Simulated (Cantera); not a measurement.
## Adiabatic ignition

An adiabatic, constant-volume homogeneous reactor starts with 6.99 % CH4, 1.68 % C2H6, 0.685 % C3H8, 17.9 % O2, 67.4 % N2, 5.39 % CO2, at 1200 K and 270 Torr.

Model: GRI-Mech 3.0 (53 species, 325 reactions), integrated in Cantera.

```json
[
 {"t (s)": "7.00e-6", "T (K)": "1200", "P (bar)": "0.360", "x CH4": "0.0699", "x C2H6": "0.0168", "x C3H8": "0.00685", "x CO2": "0.0539", "x CH2O": "4.61e-10", "x O2": "0.179"},
 {"t (s)": "1.39e-5", "T (K)": "1200", "P (bar)": "0.360", "x CH4": "0.0699", "x C2H6": "0.0168", "x C3H8": "0.00685", "x CO2": "0.0539", "x CH2O": "1.92e-9", "x O2": "0.179"},
 {"t (s)": "2.75e-5", "T (K)": "1200", "P (bar)": "0.360", "x CH4": "0.0699", "x C2H6": "0.0168", "x C3H8": "0.00685", "x CO2": "0.0539", "x CH2O": "8.31e-9", "x O2": "0.179"},
 {"t (s)": "5.44e-5", "T (K)": "1200", "P (bar)": "0.360", "x CH4": "0.0699", "x C2H6": "0.0168", "x C3H8": "0.00685", "x CO2": "0.0539", "x CH2O": "3.85e-8", "x O2": "0.179"},
 {"t (s)": "0.000108", "T (K)": "1200", "P (bar)": "0.360", "x CH4": "0.0699", "x C2H6": "0.0168", "x C3H8": "0.00685", "x CO2": "0.0539", "x CH2O": "1.96e-7", "x O2": "0.179"},
 {"t (s)": "0.000213", "T (K)": "1200", "P (bar)": "0.360", "x CH4": "0.0699", "x C2H6": "0.0168", "x C3H8": "0.00685", "x CO2": "0.0539", "x CH2O": "1.12e-6", "x O2": "0.179"},
 {"t (s)": "0.000422", "T (K)": "1200", "P (bar)": "0.360", "x CH4": "0.0699", "x C2H6": "0.0168", "x C3H8": "0.00684", "x CO2": "0.0539", "x CH2O": "7.31e-6", "x O2": "0.179"},
 {"t (s)": "0.000837", "T (K)": "1200", "P (bar)": "0.360", "x CH4": "0.0699", "x C2H6": "0.0167", "x C3H8": "0.00680", "x CO2": "0.0538", "x CH2O": "5.18e-5", "x O2": "0.179"},
 {"t (s)": "0.00166", "T (K)": "1202", "P (bar)": "0.361", "x CH4": "0.0696", "x C2H6": "0.0164", "x C3H8": "0.00661", "x CO2": "0.0538", "x CH2O": "0.000352", "x O2": "0.178"},
 {"t (s)": "0.00328", "T (K)": "1218", "P (bar)": "0.367", "x CH4": "0.0676", "x C2H6": "0.0144", "x C3H8": "0.00562", "x CO2": "0.0537", "x CH2O": "0.00200", "x O2": "0.175"},
 {"t (s)": "0.00650", "T (K)": "2702", "P (bar)": "0.888", "x CH4": "<1e-12", "x C2H6": "<1e-12", "x C3H8": "<1e-12", "x CO2": "0.0718", "x CH2O": "9.51e-10", "x O2": "0.00704"},
 {"t (s)": "0.0129", "T (K)": "2696", "P (bar)": "0.886", "x CH4": "<1e-12", "x C2H6": "<1e-12", "x C3H8": "<1e-12", "x CO2": "0.0714", "x CH2O": "9.66e-10", "x O2": "0.00648"},
 {"t (s)": "0.0255", "T (K)": "2695", "P (bar)": "0.886", "x CH4": "<1e-12", "x C2H6": "<1e-12", "x C3H8": "<1e-12", "x CO2": "0.0713", "x CH2O": "9.67e-10", "x O2": "0.00646"},
 {"t (s)": "0.0505", "T (K)": "2695", "P (bar)": "0.886", "x CH4": "<1e-12", "x C2H6": "<1e-12", "x C3H8": "<1e-12", "x CO2": "0.0713", "x CH2O": "9.67e-10", "x O2": "0.00646"},
 {"t (s)": "0.100", "T (K)": "2695", "P (bar)": "0.886", "x CH4": "<1e-12", "x C2H6": "<1e-12", "x C3H8": "<1e-12", "x CO2": "0.0713", "x CH2O": "9.67e-10", "x O2": "0.00646"}
]
```
x: mole fraction; the columns are a selection and need not sum to one.

The time of steepest temperature rise comes out as 4.72 ms, the temperature at 0.100 s comes out as 2695 K and the equilibrium temperature comes out as 2695 K. The x(CH4) at 0.100 s comes out as <1e-12 (gas-phase equilibrium <1e-12) and the x(C2H6) at 0.100 s is <1e-12 (gas-phase equilibrium <1e-12). The x(C3H8) at 0.100 s comes out as <1e-12 (gas-phase equilibrium <1e-12).
